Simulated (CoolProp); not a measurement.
The numbers come from the reference Helmholtz-energy equation of state, Lemmon 2009 in CoolProp.

For propane, give the phase and the cv (kJ/(kg K)), Prandtl number, fugacity coefficient at 411.4 K and 1520 kPa; 411.4 K and 6070 kPa; 411.4 K and 9110 kPa.


- 411.4 K and 1520 kPa: gas; cv 2.02, Prandtl number 0.772, fugacity coefficient 0.915
- 411.4 K and 6070 kPa: supercritical; cv 2.18, Prandtl number 1.47, fugacity coefficient 0.678
- 411.4 K and 9110 kPa: supercritical; cv 2.18, Prandtl number 2.19, fugacity coefficient 0.545

Viscosity comes from a separate model (Vogel 1998). Thermal conductivity comes from a separate model (Marsh 2002).
